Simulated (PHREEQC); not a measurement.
Consider water at 25 °C with 0.0032 mol TMAH and 0.0028 mol NaAlO2 per kg of water. Closed to the air; pH follows from the charge balance.

All values are PHREEQC results (ion-association model, wateq4f.dat), not measurements.

| quantity | before | after |
|---|---|---|
| pH | 11.47 | 11.76 |
| ionic strength (mol/kgw) | 0.00600 | 0.00920 |

**Question.** What was changed between the two runs?
A) temperature from 25 to 40 °C
B) TMAH from 0.0032 to 0.0064 mol/kgw
C) TMAH from 0.0032 to 0.00352 mol/kgw
D) NaAlO2 left out
E) temperature from 25 to 5 °C

**Answer.** B, TMAH from 0.0032 to 0.0064 mol/kgw

This is a speciation only: nothing precipitates in the calculation. Some of these states are supersaturated (in Gibbsite (slow to form), for instance). (CH3)4N+ isn't in the database: it is added as a free cation with an ion size of 4 Å.
